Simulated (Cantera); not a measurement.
Gas mixture: 29.3 % C3H8, 30.5 % C2H2, 6.50 % C2H6, 33.7 % NH3, at 950 Pa, frozen composition.

Cantera's kinetic-theory transport with the Lennard-Jones parameters of GRI-Mech 3.0, ideal gas; thermal conductivity in the multicomponent form. Polar gases are described roughly by these parameters.

D: mixture-averaged diffusion coefficient of that species in the mixture.

```
T (K)  ρ (kg/m³)  cp (J/kg/K)  μ (µPa s)  λ (mW/m/K)     Pr  D (cm²/s) NO  D (cm²/s) H2  D (cm²/s) NH3
-----  ---------  -----------  ---------  ----------  -----  ------------  ------------  -------------
400      0.00815         2107       12.6        35.9  0.739          28.0           107           25.5
500      0.00652         2410       15.4        49.7  0.747          41.8           158           39.3
600      0.00544         2679       18.0        64.1  0.753          57.6           215           55.5
700      0.00466         2913          ?           ?  0.757             ?             ?              ?
800      0.00408         3117       22.8        93.4  0.760          94.7           350           94.3
900      0.00362         3297          ?           ?  0.762             ?             ?              ?
```

What belongs in the gaps?


- 700, μ (µPa s): 20.5
- 700, λ (mW/m/K): 78.7
- 700, D (cm²/s) NO: 75.2
- 700, D (cm²/s) H2: 279
- 700, D (cm²/s) NH3: 73.9
- 900, μ (µPa s): 25.0
- 900, λ (mW/m/K): 108
- 900, D (cm²/s) NO: 116
- 900, D (cm²/s) H2: 426
- 900, D (cm²/s) NH3: 117
